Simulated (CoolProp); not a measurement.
CF4 (R14) at 295.83 K and 0.116 MPa flows at 0.13 m/s in a round tube of 10 mm bore and 0.25 µm roughness, fully developed (64/Re and Nu = 3.66 if laminar; Colebrook and Gnielinski if turbulent). Each further row changes one setting.

The numbers come from the reference Helmholtz-energy equation of state, Platzer 1990 in CoolProp. This equation is an older, rougher fit.

```
case               Reynolds number  Darcy friction factor  pressure drop (Pa/m)  heat-transfer coefficient (W/(m² K))  mass flow (kg/h)
-----------------  ---------------  ---------------------  --------------------  ------------------------------------  ----------------
as stated                        ?                      ?                     ?                                  5.80             0.153
velocity 0.26 m/s              633                  0.101                     ?                                  5.80             0.306
diameter 20 mm                 633                  0.101                     ?                                     ?             0.613
```

Question: Fill in the missing entries.

Answer: 
- as stated, Reynolds number: 316
- as stated, Darcy friction factor: 0.202
- as stated, pressure drop (Pa/m): 0.713
- velocity 0.26 m/s, pressure drop (Pa/m): 1.43
- diameter 20 mm, pressure drop (Pa/m): 0.178
- diameter 20 mm, heat-transfer coefficient (W/(m² K)): 2.90

Viscosity comes from a separate model (Huber 2003), an estimate that may be off by 10 % or more. Thermal conductivity comes from a separate model (Huber 2003), an estimate that may be off by 10 % or more.
